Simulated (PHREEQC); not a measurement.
A solution holds 93 mmol/kgw KH2PO4 and 0.1 mmol/kgw Na2HPO4, at 25 °C. Closed to the air; pH follows from the charge balance.

Computed with PHREEQC (ion-association model, wateq4f.dat).

Each row changes one thing in this solution. No solid was allowed to form.

```tsv
case	pH	ionic strength (mol/kgw)	HPO4-2 (mol/kgw)	H3PO4 (mol/kgw)	KHPO4- (mol/kgw)	PO4-3 (mol/kgw)
as made	4.54	0.0936	0.000411	0.000304	2.78e-5	2.13e-11
temperature from 25 to 45 °C	4.55	0.0937	0.000474	0.000371	3.10e-5	3.77e-11
Na2HPO4 from 0.0001 to 1e-05 mol/kgw	4.49	0.0934	0.000365	0.000341	2.47e-5	1.68e-11
Na2HPO4 from 0.0001 to 2e-05 mol/kgw	[?]	0.0934	0.000370	0.000336	2.50e-5	1.72e-11
Na2HPO4 left out	4.49	0.0934	0.000360	0.000345	2.44e-5	1.64e-11
temperature from 25 to 85 °C	[?]	0.0938	0.000612	0.000514	3.66e-5	1.03e-10
Na2HPO4 from 0.0001 to 0.00015 mol/kgw	[?]	0.0937	0.000438	0.000285	2.96e-5	2.42e-11
Na2HPO4 replaced by Na2B4O7 at the same molality	[?]	0.0937	0.000466	0.000267	3.15e-5	2.74e-11
Na2HPO4 from 0.0001 to 0.001 mol/kgw	[?]	0.0960	0.00106	0.000119	7.10e-5	1.42e-10
```

Q: Some entries are withheld; supply them.

A: 
- Na2HPO4 from 0.0001 to 2e-05 mol/kgw, pH: 4.50
- temperature from 25 to 85 °C, pH: 4.56
- Na2HPO4 from 0.0001 to 0.00015 mol/kgw, pH: 4.57
- Na2HPO4 replaced by Na2B4O7 at the same molality, pH: 4.60
- Na2HPO4 from 0.0001 to 0.001 mol/kgw, pH: 4.95

Complexes and solids missing from the database can't appear. H3PO4, which wateq4f.dat lacks, is added to it with the constant of phreeqc.dat. At this temperature some constants are extrapolated from 25 °C, and those without enthalpy data are left unchanged.
